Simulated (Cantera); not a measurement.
Feed: 1 mol SiC, 0.34 mol Si, 3.6 mol H₂, equilibrated at 1500 Pa.

These are equilibrium values from Cantera (NASA tables, ideal gas, pure condensed phases), not measurements of a reactor. Candidate condensed phases: C, C₆H₆, C₇H₈, C₈H₁₈, Si, SiC; 87 gas species. Mutual solubility and eutectic melting of coexisting phases are not modelled. Gases not in the tables: Si₂H₆ and higher silanes. The numbers say what is thermodynamically allowed, not how fast it happens.

x: gas mole fraction; n: condensed amount in mol.

```tsv
T (°C)	x H₂	x H	x Si	x SiH	x Si₂C	x SiH₂	n Si(l)	n SiC(s)
1577	0.995	0.00439	0.000430	5.21e-5	5.91e-6	___	0.338	1.000
1627	0.993	0.00646	0.000841	8.90e-5	1.47e-5	___	0.336	1.000
1677	0.989	0.00931	0.00159	0.000148	3.50e-5	___	0.333	1.000
1727	0.983	0.0132	0.00290	0.000239	7.96e-5	___	0.328	1.000
1777	0.976	0.0183	0.00515	0.000377	0.000173	___	0.318	0.999
1827	0.965	0.0250	0.00889	0.000581	0.000364	___	0.302	0.999
1877	0.949	0.0336	0.0150	0.000873	0.000737	___	0.276	0.997
```

Problem. Some entries are withheld; supply them.

Solution. 
- 1577, x SiH₂: 4.20e-5
- 1627, x SiH₂: 5.79e-5
- 1677, x SiH₂: 7.84e-5
- 1727, x SiH₂: 0.000104
- 1777, x SiH₂: 0.000137
- 1827, x SiH₂: 0.000176
- 1877, x SiH₂: 0.000223
